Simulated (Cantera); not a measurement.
Feed: 1 mol Hg, 2.1 mol H₂, 2.7 mol N₂, equilibrated at 1 atm.

These are equilibrium values from Cantera (NASA tables, ideal gas, pure condensed phases), not measurements of a reactor. Candidate condensed phases: Hg; 10 gas species. The numbers say what is thermodynamically allowed, not how fast it happens. All values below are at 850 K.

Base state: N₂ 0.466, H₂ 0.362, Hg 0.172, NH₃ 0.000279 (mole fractions); condensed: gas only.

Question: What changes in the equilibrium state with this change: Hg replaced by PbO?

Answer: 
```csv
species,before,after
N₂,0.466,0.563
H₂,0.362,0.229
H₂O,0,0.208
Hg,0.172,0
NH₃,0.000279,0.000155
"Pb(l), mol",0,1.000
```
Further candidate phases: H₂O, Pb, PbO, PbO₂, Pb₃O₄.
